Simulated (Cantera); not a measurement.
## Reactions in the system B-N-O

Cantera with NASA thermochemical tables; ideal gases at 1 bar, condensed phases pure. Values are per mole of reaction as written; species without (g) are pure solids or liquids, kept so even where they would boil at 1 bar.

5 O₂(g) + 4 BN ⇌ 4 NO(g) + 2 B₂O₃(g)

| T (K) | ΔH° (kJ) | ΔS° (J/K) | ΔG° (kJ) | log10 K |
|---|---|---|---|---|
| 2348 | -347.8 | 299.8 | -1051.8 | 23.40 |
| 2373 | -348.6 | 299.5 | -1059.3 | 23.32 |
| 2398 | -349.5 | 299.1 | -1066.8 | 23.24 |
| 2423 | -350.3 | 298.8 | -1074.2 | 23.16 |
| 2448 | -351.1 | 298.5 | -1081.7 | 23.08 |
| 2473 | -351.9 | 298.1 | -1089.2 | 23.00 |
| 2498 | -352.7 | 297.8 | -1096.6 | 22.93 |
| 2523 | -353.5 | 297.5 | -1104.1 | 22.86 |
| 2548 | -354.3 | 297.2 | -1111.5 | 22.79 |
| 2573 | -355.1 | 296.8 | -1118.9 | 22.71 |
| 2598 | -355.9 | 296.5 | -1126.3 | 22.65 |

2 NO₂(g) + 2 BN ⇌ B₂O₂(g) + 2 N₂O(g)

```tsv
T (K)	ΔH° (kJ)	ΔS° (J/K)	ΔG° (kJ)	log10 K
2348	131.9	173.8	-276.1	6.14
2373	131.7	173.7	-280.5	6.17
2398	131.5	173.6	-284.8	6.20
2423	131.3	173.5	-289.2	6.23
2448	131.1	173.4	-293.5	6.26
2473	130.9	173.4	-297.8	6.29
2498	130.7	173.3	-302.2	6.32
2523	130.5	173.2	-306.5	6.35
2548	130.3	173.1	-310.8	6.37
2573	130.1	173.0	-315.1	6.40
2598	129.9	173.0	-319.5	6.42
```
